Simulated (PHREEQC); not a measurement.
Solution (20 °C): 0.011 mol HBr, 0.0074 mol KF, 0.00012 mol NaOH and 0.00011 mol Cu(BF4)2 per kg of water. Closed to the air; pH follows from the charge balance.

Computed with PHREEQC (ion-association model, phreeqc.dat).

Precipitation was switched off in this run.

Task: Predict the pH, specific conductance.

Result: pH 2.37; specific conductance 2550 µS/cm.

Task: In which forms is B present?

Result: BF4- 90 %, BF3OH- 4.9 %, H3BO3 4.0 %, BF2(OH)2- 0.9 % of the B.

Species that the database lacks are ignored. Real BF4- forms and hydrolyses slowly; the run takes it at equilibrium.
